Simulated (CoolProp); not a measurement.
Model: reference Helmholtz-energy equation of state, Lemmon 2003, in CoolProp. It is a pseudo-pure fit of the blend.

### Question
For R407C, give the phase and the density (kg/m³), isothermal compressibility (1/MPa), viscosity (µPa s) at 441.3 K and 5.17 MPa.

### Answer
- 441.3 K and 5.17 MPa: supercritical; density 152, isothermal compressibility 0.243, viscosity 22.0

Viscosity comes from a separate model (Geller 2000).
